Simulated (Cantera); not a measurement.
## Pyrogenic steam for wet oxidation

An isothermal, constant-pressure homogeneous reactor starts with H₂ : O₂ : N₂ = 1.9 : 1 : 5.9 (molar parts), equivalence ratio 0.95, at 825 K and 33000 Pa.

Cantera simulation using the H2/O2 subset of GRI-Mech 3.0, which has no nitrogen chemistry; the numbers are that mechanism's predictions, not measurements. Below about 950 K walls govern HO2 and H2O2 in real vessels. The temperature is held fixed by assumption; the heat of reaction is taken as removed at once.

```
t (s)      x H₂    x O₂      x OH     x HO₂    x H₂O₂       x O
--------  -----  ------  --------  --------  --------  --------
5.00e-5   0.216   0.114    <1e-12  1.19e-12    <1e-12    <1e-12
0.000251  0.216   0.114    <1e-12  9.56e-12    <1e-12    <1e-12
0.00126   0.216   0.114    <1e-12  6.63e-11    <1e-12    <1e-12
0.00630   0.216   0.114    <1e-12  3.61e-10  4.69e-12    <1e-12
0.0316    0.216   0.114    <1e-12   1.97e-9  1.27e-10    <1e-12
0.158     0.216   0.114    <1e-12   1.46e-8   4.10e-9    <1e-12
0.794     0.216   0.114  6.95e-12   6.47e-7   6.73e-7  3.18e-11
3.98      0.215   0.113  4.76e-10   6.22e-6  0.000122   1.28e-9
19.9      0.195   0.103   2.08e-9   1.11e-5  0.000528   3.64e-9
100       0.121  0.0661   1.72e-9   8.55e-6  0.000339   2.03e-9
```
x: mole fraction; the columns are a selection and need not sum to one.

Equilibrium at this temperature and pressure: H₂ <1e-12, O₂ 0.00637, OH 1.57e-9, HO₂ 2.69e-12, H₂O₂ 2.08e-12, O <1e-12 (gas phase only).
